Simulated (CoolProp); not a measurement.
Values from CoolProp's reference Helmholtz-energy equation of state, Lemmon 2006. It is a short technical equation, of lower accuracy than the large ones.

### Question
For toluene, give the phase and the Z, cv (kJ/(kg K)) at 35.05 °C and 183 bar; 74.05 °C and 183 bar.

### Answer
- 35.05 °C and 183 bar: liquid; Z 0.759, cv 1.30
- 74.05 °C and 183 bar: liquid; Z 0.701, cv 1.42
